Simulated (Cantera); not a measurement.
Input: 1 mol Al, 7.7 mol F₂, 0.28 mol N₂, held at 977 °C and 10.0 Torr.

Equilibrium computed with Cantera from the NASA thermochemical tables; the gas is ideal and each condensed phase is pure. Candidate condensed phases: Al, AlF₃, AlN; 14 gas species. Equilibrium is a limit: real reactors are often held back by kinetics, nucleation or transport.

Base state: F 0.885, AlF₃ 0.0738, N₂ 0.0209, F₂ 0.0203, Al₂F₆ 0.000424 (mole fractions); condensed: gas only.

Problem. What changes in the equilibrium state with this change: Al replaced by Cu?

Solution. 
| species | before | after |
|---|---|---|
| F | 0.885 | 0.890 |
| CuF₂ | 0 | 0.0695 |
| F₂ | 0.0203 | 0.0205 |
| AlF₃ | 0.0738 | 0 |
| N₂ | 0.0209 | 0.0195 |
| Al₂F₆ | 0.000424 | 0 |
Further candidate phases: Cu, CuF₂.
